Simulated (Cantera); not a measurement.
Input (Python, Cantera) and output of one run.

```python
import numpy as np
import cantera as ct

gas_names = """
    F F2 N NF NF2 NF3 N2 Si SiF SiF2 SiF3 SiF4 SiN Si2 Si2N Si3
""".split()
cond_names = """
    Si(cr) Si(L) Si3N4(a)
""".split()


# ... load() reads the species with a 1 bar reference pressure and builds the phases ...
atoms = {
    'SiF4': {'Si': 1, 'F': 4},
    'N2': {'N': 2},
}
top_T = {'Si3N4(a)': 2400}  # K; cautious upper limits of use, not melting points


# ... equilibrate(T, P, feed) seeds the gas with the atoms and calls Mixture.equilibrate('TP', solver="vcs", rtol=1e-11, max_steps=5000) ...
results = []
feed = {'SiF4': 1, 'N2': 51}  # mol
T = 848  # K
P = 133.322  # Pa
mix = equilibrate(T, P, feed)
results.append((T, P, feed, dict(zip(mix.species_names, mix.species_moles))))
x = sorted(zip(gas.X, gas.species_names), reverse=True)
print(f"T = {T:g} K  P = {P:g} Pa  gas = {mix.phase_moles(0):.4g} mol")
print("   x: " + "  ".join(f"{s} {v:.3e}" for v, s in x if v > 1e-05))
print("   condensed (mol): " + ("  ".join(f"{mix.phase(i).name} {mix.phase_moles(i):.4g}"
      for i in range(1, mix.n_phases) if mix.phase_moles(i) > 1e-12) or "none"))
```

Result:

```
T = 848 K  P = 133.322 Pa  gas = 52 mol
   x: N2 9.808e-01  SiF4 1.923e-02
   condensed (mol): none
```

Method: chemical equilibrium by Gibbs-energy minimisation in Cantera with the NASA 1993 tables (ideal gas, pure condensed phases).
